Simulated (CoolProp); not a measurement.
Properties of vinyl chloride along the isobar 0.101 MPa (Tc = 151.9 °C, pc = 5.600 MPa, ω = 0.160).

Values from CoolProp's reference Helmholtz-energy equation of state, Thol 2022.

```
T (°C)  phase  cp (kJ/(kg K))  cv (kJ/(kg K))  speed of sound (m/s)  expansivity (1/kK)  fugacity coefficient
------  -----  --------------  --------------  --------------------  ------------------  --------------------
21.95     gas          0.8719          0.7273                 212.8               3.602                0.9815
33.25     gas          0.8909          0.7477                 216.7               3.443                0.9836
44.45     gas          0.9099          0.7680                 220.4               3.302                0.9854
55.65     gas          0.9290          0.7881                 224.0               3.173                0.9869
66.95     gas          0.9482          0.8082                 227.6               3.054                0.9882
78.15     gas          0.9672          0.8279                 231.1               2.945                0.9893
89.45     gas          0.9862          0.8475                     ?               2.844                0.9904
100.65    gas           1.005          0.8667                 238.0               2.751                0.9912
111.85    gas           1.023          0.8855                 241.3               2.665                0.9920
123.15    gas           1.042          0.9042                 244.6               2.583                0.9927
134.35    gas               ?          0.9223                 247.9               2.507                0.9933
145.65    gas           1.077          0.9403                 251.1               2.436                0.9939
156.85    gas           1.094               ?                 254.2               2.369                0.9944
```

**Question.** What belongs in the gaps?

**Answer.** 
- 89.45, speed of sound (m/s): 234.6
- 134.35, cp (kJ/(kg K)): 1.059
- 156.85, cv (kJ/(kg K)): 0.9577
